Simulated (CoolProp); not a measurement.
R236EA at several states: Z from the reference equation and from simpler models built on Tc = 139.3 °C, pc = 3.414 MPa, ω = 0.368; each cubic takes its own stable root.

Model: reference Helmholtz-energy equation of state, Rui 2013, in CoolProp.

```
T (°C)  p (MPa)   phase  reference
------  -------  ------  ---------
-19.75    0.228  liquid    0.01055
37.05         6  liquid     0.2504
79.45      0.55     gas     0.8925
37.45     0.106     gas     0.9693
```

Q: How far does each simpler model (van der Waals, Redlich-Kwong, Soave-Redlich-Kwong, Peng-Robinson) lie from the reference over these 4 states: mean and median of the absolute difference, and the worst?

A: 
- van der Waals: mean 2206.8 %, median 32.1 %, worst +8761.6 % at -19.75 °C and 0.228 MPa
- Redlich-Kwong: mean 7.9 %, median 8.0 %, worst +14.8 % at -19.75 °C and 0.228 MPa
- Soave-Redlich-Kwong: mean 4.8 %, median 4.8 %, worst +9.5 % at -19.75 °C and 0.228 MPa
- Peng-Robinson: mean 1.7 %, median 1.6 %, worst -3.6 % at 37.05 °C and 6 MPa

At some of these states van der Waals gives the other phase, because its saturation line lies elsewhere.
